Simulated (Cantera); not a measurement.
A closed system holds: 1 mol HCl, 2.3 mol H2, 1.4 mol O2, held at 2725 K and 230000 Pa.

These are equilibrium values from Cantera (NASA tables, ideal gas, pure condensed phases), not measurements of a reactor. Candidate condensed phases: H2O; 14 gas species. Equilibrium is a limit: real reactors are often held back by kinetics, nucleation or transport.

Base state: H2O 0.592, HCl 0.229, O2 0.0588, Cl 0.0405, OH 0.0396, H2 0.0261, H 0.00664, O 0.00641 (mole fractions); condensed: gas only.

What changes in the equilibrium state with this change: temperature from 2725 K to 1423 K?


| species | before | after |
|---|---|---|
| H2O | 0.592 | 0.651 |
| HCl | 0.229 | 0.277 |
| O2 | 0.0588 | 0.0692 |
| Cl | 0.0405 | 0.000974 |
| H2 | 0.0261 | 1.04e-6 |
| OH | 0.0396 | 6.06e-5 |
| H | 0.00664 | 4.47e-9 |
| O | 0.00641 | 2.34e-7 |

What changes in the equilibrium state with this change: temperature from 2725 K to 1898.15 K?


```json
[
 {"species": "H2O", "before": "0.592", "after": "0.650"},
 {"species": "HCl", "before": "0.229", "after": "0.273"},
 {"species": "O2", "before": "0.0588", "after": "0.0677"},
 {"species": "OH", "before": "0.0396", "after": "0.00189"},
 {"species": "H2", "before": "0.0261", "after": "0.000211"},
 {"species": "Cl", "before": "0.0405", "after": "0.00731"},
 {"species": "H", "before": "0.00664", "after": "7.50e-6"},
 {"species": "O", "before": "0.00641", "after": "5.04e-5"},
 {"species": "HO2", "before": "2.83e-5", "after": "2.48e-6"},
 {"species": "Cl2", "before": "0.000117", "after": "0.000513"}
]
```
